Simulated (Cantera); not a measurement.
Feed: 1 mol (CH3)2SiCl2, 0.03 mol C3H8, 1.5 mol H2, 0.028 mol C2H4, at 0.133 bar.

Method: chemical equilibrium by Gibbs-energy minimisation in Cantera with the NASA 1993 tables (ideal gas, pure condensed phases). Candidate condensed phases: C, C6H6, C7H8, C8H18, Si, SiC; 109 gas species. The feed counts by its element totals alone. The tables' values for SiCl3 are old estimates; treat these amounts as uncertain. The numbers say what is thermodynamically allowed, not how fast it happens.

x: gas mole fraction; n: condensed amount in mol.

| T (K) | x H2 | x HCl | x SiCl4 | x SiCl2 | n C(graphite) | n SiC(s) |
|---|---|---|---|---|---|---|
| 1175 | 0.733 | 0.231 | 0.0309 | 0.000239 | 1.33 | 0.811 |
| 1200 | 0.722 | 0.246 | 0.0266 | 0.000335 | 1.31 | 0.834 |
| 1225 | 0.712 | 0.261 | 0.0226 | 0.000457 | 1.29 | 0.855 |
| 1250 | 0.702 | 0.274 | 0.0189 | 0.000609 | 1.27 | 0.875 |
| 1275 | 0.694 | 0.286 | 0.0156 | 0.000794 | 1.25 | 0.893 |
| 1300 | 0.686 | 0.297 | 0.0126 | 0.00101 | 1.24 | 0.908 |
| 1325 | 0.680 | 0.306 | 0.0101 | 0.00127 | 1.22 | 0.921 |
| 1350 | 0.674 | 0.313 | ? | ? | 1.21 | 0.932 |
| 1375 | 0.670 | 0.319 | 0.00629 | 0.00187 | 1.20 | 0.940 |
| 1400 | 0.667 | 0.324 | 0.00490 | 0.00222 | 1.20 | 0.947 |
| 1425 | 0.664 | 0.327 | ? | ? | 1.19 | 0.951 |
| 1450 | 0.662 | 0.330 | 0.00293 | 0.00302 | 1.19 | 0.955 |

Task: Fill in the missing entries.

Result: 
- 1425, x SiCl4: 0.00379
- 1425, x SiCl2: 0.00261
- 1350, x SiCl4: 0.00802
- 1350, x SiCl2: 0.00155
